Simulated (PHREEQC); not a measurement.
A solution holds 15 mmol/kgw Ni(NO3)2 and 0.13 mmol/kgw H2SO4, at 4.6 °C. Closed to the air; pH follows from the charge balance.

Equilibrium calculation in PHREEQC: ion-association model, wateq4f.dat.

No solid was allowed to form.

Question: Order these S species by the share of S that they hold, largest first: NiSO4, SO4-2, HSO4-.

Answer: SO4-2 (64 %), NiSO4 (36 %), HSO4- (0.54 %)

The pH is 3.65 and the ionic strength 0.0452 mol/kgw. Species that the database lacks are ignored. At this temperature some constants are extrapolated from 25 °C, and those without enthalpy data are left unchanged.
